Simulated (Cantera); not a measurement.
A perfectly stirred reactor is fed with 8.14 % CH₄, 0.708 % CO, 19.1 % O₂, 71.8 % N₂, 0.203 % H₂O, at 233 Torr; it is adiabatic with a 673 K inlet, and is followed from long to short residence time, starting on the burning branch (τ in s: 0.027, 0.013, 0.0065, 0.0032, 0.0015, 0.00076, 0.00037, 0.00018, 8.9e-05).

Cantera simulation using GRI-Mech 3.0 (53 species, 325 reactions); the numbers are that mechanism's predictions, not measurements.

x: mole fraction; the columns are a selection and need not sum to one.

| τ (s) | T (K) | x CH₄ | x CO | x O₂ | x N₂O | x H₂ | x C₂H |
|---|---|---|---|---|---|---|---|
| 0.027 | 2209 | 1.07e-5 | 0.0144 | 0.0313 | [?] | 0.00554 | 7.09e-12 |
| 0.013 | 2161 | 1.86e-5 | 0.0172 | 0.0331 | [?] | 0.00693 | 1.46e-11 |
| 0.0065 | 2106 | 3.17e-5 | 0.0201 | 0.0350 | [?] | 0.00848 | 2.84e-11 |
| 0.0032 | 2044 | 5.66e-5 | 0.0230 | 0.0371 | [?] | 0.0101 | 5.88e-11 |
| 0.0015 | 1977 | 0.000110 | 0.0259 | 0.0394 | [?] | 0.0117 | 1.42e-10 |
| 0.00076 | 1920 | 0.000211 | 0.0289 | 0.0417 | 4.60e-8 | 0.0129 | 3.56e-10 |
| 0.00037 | 1863 | 0.000453 | 0.0331 | 0.0452 | 4.26e-8 | 0.0138 | 1.09e-9 |
| 0.00018 | 1803 | 0.00112 | 0.0405 | 0.0516 | [?] | 0.0147 | 4.23e-9 |
| 8.9e-5 | 673 | 0.0814 | 0.00708 | 0.191 | <1e-12 | <1e-12 | <1e-12 |

Task: Some entries are withheld; supply them.

Result: 
- 0.027, x N₂O: 9.78e-8
- 0.013, x N₂O: 7.91e-8
- 0.0065, x N₂O: 6.59e-8
- 0.0032, x N₂O: 5.67e-8
- 0.0015, x N₂O: 5.01e-8
- 0.00018, x N₂O: 3.83e-8
